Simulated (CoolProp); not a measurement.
R404A at 298.15 K and 1.93 MPa flows at 0.15 m/s in a round tube of 6 mm bore and 1.5 µm roughness, fully developed (64/Re and Nu = 3.66 if laminar; Colebrook and Gnielinski if turbulent). Each further row changes one setting.

Model: reference Helmholtz-energy equation of state, Lemmon 2003, in CoolProp. It is a pseudo-pure fit of the blend.

```csv
case,Reynolds number,Darcy friction factor,pressure drop (Pa/m),heat-transfer coefficient (W/(m² K)),mass flow (kg/h)
as stated,7340,0.0339,66.8,478,16.1
velocity 0.3 m/s,14700,0.0284,[?],[?],32.1
diameter 12 mm,14700,0.0282,27.8,[?],[?]
```

Q: Fill in the missing entries.

A: 
- velocity 0.3 m/s, pressure drop (Pa/m): 224
- velocity 0.3 m/s, heat-transfer coefficient (W/(m² K)): 900
- diameter 12 mm, heat-transfer coefficient (W/(m² K)): 447
- diameter 12 mm, mass flow (kg/h): 64.2

Viscosity comes from a separate model (Geller 2000). Thermal conductivity comes from a separate model (Geller 2001).
